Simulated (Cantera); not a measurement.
Cantera run, input and output.

```python
import numpy as np
import cantera as ct

gas = ct.Solution("gri30.yaml")
gas.TPX = 2000, 14000, {'NO': 1, 'N2': 0.16}
reactor = ct.IdealGasConstPressureReactor(gas, energy="off", clone=False)
net = ct.ReactorNet([reactor])
net.rtol, net.atol = 1e-08, 1e-18
show = ['NO', 'N2O', 'O2', 'N2', 'O']
times = np.geomspace(3e-06, 1, 13)

steps = ct.SolutionArray(gas, extra=["t"])
rows = []
print(f"{'t/s':>10s}{'T/K':>9s}{'P/Pa':>11s}" + "".join(f"{s:>11s}" for s in show))
for t in times:
    while net.time < t:
        t_next = net.step()
        steps.append(gas.state, t=t_next)
    rows.append([np.interp(t, steps.t, y) for y in (steps.T, steps.P, *steps(*show).X.T)])
    print(f"{t:10.3e}{rows[-1][0]:9.1f}{rows[-1][1]:11.4g}" + "".join(f"{x:11.3e}" for x in rows[-1][2:]))
rate = np.gradient(steps.T, steps.t)
print("integrator steps:", len(steps.t))
if steps.T.max() > steps.T[0] + 200:
    print(f"time of steepest temperature rise: {steps.t[rate.argmax()]:.4e} s")
gas.TPX = 2000, 14000, {'NO': 1, 'N2': 0.16}
gas.equilibrate("TP")
print(f"equilibrium (TP): T = {gas.T:.1f} K  " + "  ".join(f"{s} {gas[s].X[0]:.3e}" for s in show))
```

Output:

```
       t/s      T/K       P/Pa         NO        N2O         O2         N2          O
 3.000e-06   2000.0    1.4e+04  8.621e-01  3.624e-07  9.941e-11  1.379e-01  3.620e-07
 8.657e-06   2000.0    1.4e+04  8.621e-01  1.045e-06  8.289e-10  1.379e-01  1.041e-06
 2.498e-05   2000.0    1.4e+04  8.621e-01  3.006e-06  6.853e-09  1.379e-01  2.979e-06
 7.208e-05   2000.0    1.4e+04  8.621e-01  8.604e-06  5.637e-08  1.379e-01  8.401e-06
 2.080e-04   2000.0    1.4e+04  8.620e-01  2.425e-05  4.643e-07  1.379e-01  2.295e-05
 6.002e-04   2000.0    1.4e+04  8.619e-01  6.540e-05  4.158e-06  1.379e-01  6.031e-05
 1.732e-03   2000.0    1.4e+04  8.616e-01  1.555e-04  4.734e-05  1.380e-01  1.499e-04
 4.998e-03   2000.0    1.4e+04  8.605e-01  2.712e-04  4.266e-04  1.384e-01  2.430e-04
 1.442e-02   2000.0    1.4e+04  8.575e-01  3.105e-04  1.911e-03  1.399e-01  2.677e-04
 4.162e-02   2000.0    1.4e+04  8.486e-01  3.020e-04  6.324e-03  1.443e-01  2.945e-04
 1.201e-01   2000.0    1.4e+04  8.227e-01  2.768e-04  1.921e-02  1.573e-01  3.597e-04
 3.465e-01   2000.0    1.4e+04  7.482e-01  2.176e-04  5.630e-02  1.945e-01  4.986e-04
 1.000e+00   2000.0    1.4e+04  5.573e-01  1.112e-04  1.516e-01  2.900e-01  7.389e-04
integrator steps: 593
equilibrium (TP): T = 2000.0 K  NO 9.261e-03  N2O 1.648e-07  O2 4.256e-01  N2 5.640e-01  O 1.173e-03
```

Detailed kinetics in Cantera: GRI-Mech 3.0 (53 species, 325 reactions).
